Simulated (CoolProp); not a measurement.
Ammonia along the isobar 16.3 MPa: density (kg/m³) from the reference equation and from simpler models built on Tc = 132.4 °C, pc = 11.36 MPa, ω = 0.256; each cubic takes its own stable root.

Values from CoolProp's reference Helmholtz-energy equation of state, Gao 2020.

```json
[
 {"T (°C)": "-37.55", "phase": "liquid", "reference": "694.4"},
 {"T (°C)": "-16.65", "phase": "liquid", "reference": "669.7"},
 {"T (°C)": "4.25", "phase": "liquid", "reference": "643.7"},
 {"T (°C)": "25.15", "phase": "liquid", "reference": "616.1"},
 {"T (°C)": "46.05", "phase": "liquid", "reference": "586.4"},
 {"T (°C)": "66.95", "phase": "liquid", "reference": "553.6"},
 {"T (°C)": "87.85", "phase": "liquid", "reference": "516.3"},
 {"T (°C)": "108.65", "phase": "liquid", "reference": "471.5"},
 {"T (°C)": "129.55", "phase": "liquid", "reference": "410.2"},
 {"T (°C)": "150.45", "phase": "supercritical", "reference": "289.0"},
 {"T (°C)": "171.35", "phase": "supercritical", "reference": "151.7"},
 {"T (°C)": "192.25", "phase": "supercritical", "reference": "116.2"}
]
```

Problem. How far does each simpler model (van der Waals, Redlich-Kwong, Peng-Robinson) lie from the reference over these 12 states: mean and median of the absolute difference, and the worst?

Solution. 
- van der Waals: mean 37.0 %, median 44.3 %, worst -47.0 % at -37.55 °C and 16.3 MPa
- Redlich-Kwong: mean 19.9 %, median 23.1 %, worst -26.6 % at 129.55 °C and 16.3 MPa
- Peng-Robinson: mean 11.4 %, median 10.7 %, worst -19.9 % at 150.45 °C and 16.3 MPa
